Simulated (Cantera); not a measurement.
Input (Python, Cantera) and output of one run.

```python
import numpy as np
import cantera as ct

gas_names = """
    H HNO HNO2 HNO3 HO2 H2 H2O H2O2 N NH NH2 NH3 NH2OH NO NO2 NO3 N2 N2H2 N2H4 N2O O OH O2 O3 Zr ZrN ZrO
    ZrO2
""".split()
cond_names = """
    H2O(s) H2O(L) Zr(a) Zr(b) Zr(L) ZrN(s) ZrN(L) ZrO2(a) ZrO2(b) ZrO2(L)
""".split()


# ... load() reads the species with a 1 bar reference pressure and builds the phases ...
atoms = {
    'Zr': {'Zr': 1},
    'O2': {'O': 2},
    'H2': {'H': 2},
    'N2': {'N': 2},
}
top_T = {}  # K; cautious upper limits of use, not melting points


# ... equilibrate(T, P, feed) seeds the gas with the atoms and calls Mixture.equilibrate('TP', solver="vcs", rtol=1e-11, max_steps=5000) ...
results = []
T = 2623.15  # K
P = 133.322  # Pa
for m in [0.24, 0.34, 0.44, 0.54, 0.64, 0.75, 0.85, 0.95, 1, 1.2, 1.3, 1.4, 1.5]:
    feed = {'Zr': 1, 'O2': m, 'H2': 28, 'N2': 4.8}  # mol
    mix = equilibrate(T, P, feed)
    results.append((T, P, feed, dict(zip(mix.species_names, mix.species_moles))))

top = {s: max(r[3][s] / sum(r[3][g] for g in gas_names) for r in results) for s in gas_names}
cols = sorted((s for s in top if top[s] > 1e-06), key=lambda s: -top[s])[:5]
seen = [c for c in cond_names if any(r[3].get(c, 0) > 1e-12 for r in results)]
print("log10 of partial pressures in bar; condensed amounts in mol")
print(f"{'n(O2)':>10s}" + "".join(f"{s[:9]:>10s}" for s in cols + seen))
for T, P, feed, n in results:
    ng = sum(n[g] for g in gas_names)
    print(f"{feed['O2']:10.4g}" + "".join(f"{np.log10(max(n[s] / ng * P / 1e5, 1e-99)):10.3f}" for s in cols)
          + "".join(f"{n.get(c, 0):10.4g}" for c in seen))
```

Output:

```
log10 of partial pressures in bar; condensed amounts in mol
     n(O2)         H        H2        N2       ZrO       H2O    ZrN(s)   ZrO2(b)
      0.24    -3.089    -3.427    -3.892    -4.875    -8.370     0.406         0
      0.34    -3.091    -3.432    -3.886    -4.727    -8.223    0.2068         0
      0.44    -3.093    -3.436    -3.880    -4.618    -8.115   0.00764         0
      0.54    -3.093    -3.436    -3.879    -4.590    -6.597         0         0
      0.64    -3.092    -3.434    -3.878    -4.686    -6.438         0    0.1801
      0.75    -3.091    -3.431    -3.876    -4.825    -6.296         0    0.3881
      0.85    -3.090    -3.429    -3.874    -4.998    -6.121         0    0.5676
      0.95    -3.089    -3.428    -3.872    -5.238    -5.879         0    0.7221
         1    -3.089    -3.427    -3.872    -5.381    -5.736         0    0.7804
       1.2    -3.091    -3.430    -3.872    -5.862    -5.259         0    0.8801
       1.3    -3.092    -3.433    -3.872    -6.012    -5.111         0    0.8944
       1.4    -3.093    -3.436    -3.873    -6.127    -4.998         0    0.9024
       1.5    -3.095    -3.439    -3.873    -6.220    -4.909         0    0.9074
```

Equilibrium computed with Cantera from the NASA thermochemical tables; the gas is ideal and each condensed phase is pure. ZrN: taken at fixed stoichiometry. Condensed phases not in the tables: solid solutions among these carbides, nitrides and lower oxides.
